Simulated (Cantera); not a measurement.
A closed system holds: 1 mol borazine, 44 mol H2, 1.3 mol N2, held at 848 K and 0.0100 bar.

These are equilibrium values from Cantera (NASA tables, ideal gas, pure condensed phases), not measurements of a reactor. Candidate condensed phases: B, BN; 15 gas species. The feed counts by its element totals alone. The numbers say what is thermodynamically allowed, not how fast it happens.

Base state: H2 0.973, N2 0.0269 (mole fractions); condensed: BN(s).

Q: What changes in the equilibrium state with this change: borazine replaced by BF3?

A: 
```csv
species,before,after
H2,0.973,0.948
N2,0.0269,0.0274
BF3,0,0.0203
HF,0,0.00393
"BN(s), mol",3.00,0.0607
```
N2 is the only nitrogen source here; it is nearly inert below about 1500 K, so the nitride shown seldom forms there in practice.
